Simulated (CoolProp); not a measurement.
Vapour-liquid equilibrium of benzene (1) + o-xylene (2) at 0.993 MPa; x and y are mole fractions of (1).

Values from CoolProp's multi-fluid Helmholtz-energy mixture model, Thol 2012 and Zhou 2012; pair parameters Bell 2016.

```
x     bubble temperature (°C)  y at the bubble point  dew temperature at overall composition x (°C)  liquid density (mol/L)
----  -----------------------  ---------------------  ---------------------------------------------  ----------------------
0.05                    252.4                  0.106                                          255.2                   6.153
0.2                     235.8                  0.399                                          247.5                   6.562
0.35                    219.7                  0.619                                          238.9                   6.981
0.5                     206.2                  0.764                                          228.9                   7.391
0.65                    195.7                  0.858                                          217.0                   7.797
0.8                     187.4                  0.925                                          202.3                   8.216
0.95                    180.3                  0.982                                          184.2                   8.677
```

No azeotrope shows between x = 0.05 and 0.95.

The pair parameters rest on a limited set of measurements; away from them the model extrapolates. The gap from Raoult's law changes sign with composition, which may be real or a fault of the pair parameters; it wasn't checked against measurements.
